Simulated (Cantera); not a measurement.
A closed system holds: 1 mol trisilylamine, 0.41 mol NH3, 27 mol N2, at 0.0133 bar.

Cantera equilibrium calculation (NASA polynomials, part measured and part estimated; ideal gas, pure solids and liquids). Candidate condensed phases: Si, Si3N4; 18 gas species. The feed counts by its element totals alone. The numbers say what is thermodynamically allowed, not how fast it happens. All values below are at 1550 K.

Base state: N2 0.834, H2 0.166, H 0.000111 (mole fractions); condensed: Si3N4(s).

Task: What changes in the equilibrium state with this change: NH3 from 0.41 to 16 mol?

Result: 
```csv
species,before,after
N2,0.834,0.540
H2,0.166,0.460
H,0.000111,0.000185
"Si3N4(s), mol",1.000,1.000
```
